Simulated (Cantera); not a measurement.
Input: 1 mol PbO, 0.54 mol H2, at 1675 K and 23.0 Pa.

These are equilibrium values from Cantera (NASA tables, ideal gas, pure condensed phases), not measurements of a reactor. Candidate condensed phases: H2O, Pb, PbO, PbO2, Pb3O4; 12 gas species. The numbers say what is thermodynamically allowed, not how fast it happens.

Base state: Pb 0.469, H2O 0.322, PbO 0.133, O2 0.0715, OH 0.00341, H2 0.00122, O 0.000602, H 0.000268 (mole fractions); condensed: gas only.

Task: What changes in the equilibrium state with this change: pressure from 23.0 Pa to 10.0 mbar?

Result: 
```
species    before    after
-------  --------  -------
Pb          0.469    0.369
H2O         0.322    0.346
PbO         0.133    0.273
O2         0.0715   0.0112
Pb2       5.14e-7  1.38e-5
O        0.000602  3.62e-5
H        0.000268  2.61e-5
```
Gases not in the tables: (PbO)n polymers.
